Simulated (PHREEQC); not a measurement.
Dissolve 0.14 mol/kgw NaHF2 and 0.00023 mol/kgw Cd(NO3)2 at 25 °C. Closed to the air; pH follows from the charge balance.

Computed with PHREEQC (ion-association model, phreeqc.dat).

The pH is 3.02 and the ionic strength is 0.138 mol/kgw. The activity of water comes out as 0.994, the density is 1.004 g/cm³ and the total alkalinity comes out as -140 meq/kg.

```json
[
 {"species": "Na+", "molality": "0.136", "activity": "0.104", "log γ": "-0.115"},
 {"species": "HF", "molality": "0.101", "activity": "0.104", "log γ": "0.014"},
 {"species": "F-", "molality": "0.0988", "activity": "0.0728", "log γ": "-0.133"},
 {"species": "HF2-", "molality": "0.0380", "activity": "0.0291", "log γ": "-0.117"},
 {"species": "NaF", "molality": "0.00423", "activity": "0.00436", "log γ": "0.014"},
 {"species": "H+", "molality": "0.00117", "activity": "0.000953", "log γ": "-0.090"},
 {"species": "NO3-", "molality": "0.000460", "activity": "0.000334", "log γ": "-0.139"},
 {"species": "Cd+2", "molality": "0.000157", "activity": "5.35e-5", "log γ": "-0.468"},
 {"species": "CdF+", "molality": "6.42e-5", "activity": "4.90e-5", "log γ": "-0.117"},
 {"species": "CdF2", "molality": "8.69e-6", "activity": "8.97e-6", "log γ": "0.014"},
 {"species": "CdNO3+", "molality": "5.88e-8", "activity": "4.49e-8", "log γ": "-0.117"}
]
```

No solid was allowed to form.
